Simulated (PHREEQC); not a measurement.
## Leach liquor

Solution (25 °C): 0.0013 mol H2SO4, 0.00089 mol Li2SO4 and 0.0006 mol Fe2(SO4)3 per kg of water. Closed to the air; pH follows from the charge balance.

The numbers come from PHREEQC with the ion-association model, phreeqc.dat.

The pH comes out as 2.66. The ionic strength is 0.00875 mol/kgw and the total alkalinity is -5.00 meq/kg.

```json
[
 {"species": "SO4-2", "molality": "0.00261", "activity": "0.00178", "log γ": "-0.166"},
 {"species": "H+", "molality": "0.00239", "activity": "0.00219", "log γ": "-0.037"},
 {"species": "Li+", "molality": "0.00177", "activity": "0.00161", "log γ": "-0.040"},
 {"species": "FeSO4+", "molality": "0.000873", "activity": "0.000793", "log γ": "-0.041"},
 {"species": "HSO4-", "molality": "0.000419", "activity": "0.000380", "log γ": "-0.042"},
 {"species": "FeOH+2", "molality": "0.000175", "activity": "0.000120", "log γ": "-0.165"},
 {"species": "Fe+3", "molality": "8.81e-5", "activity": "4.06e-5", "log γ": "-0.336"},
 {"species": "Fe(SO4)2-", "molality": "3.41e-5", "activity": "3.09e-5", "log γ": "-0.042"},
 {"species": "Fe(OH)2+", "molality": "1.98e-5", "activity": "1.80e-5", "log γ": "-0.041"},
 {"species": "LiSO4-", "molality": "1.38e-5", "activity": "1.25e-5", "log γ": "-0.041"},
 {"species": "FeHSO4+2", "molality": "6.88e-6", "activity": "4.66e-6", "log γ": "-0.169"},
 {"species": "Fe2(OH)2+4", "molality": "1.82e-6", "activity": "3.84e-7", "log γ": "-0.677"}
]
```

Precipitation was switched off in this run. The solution is supersaturated, for example in Hematite (slow to form), Goethite (slow to form), so a real one may precipitate; this is no full list. Complexes and solids missing from the database can't appear.
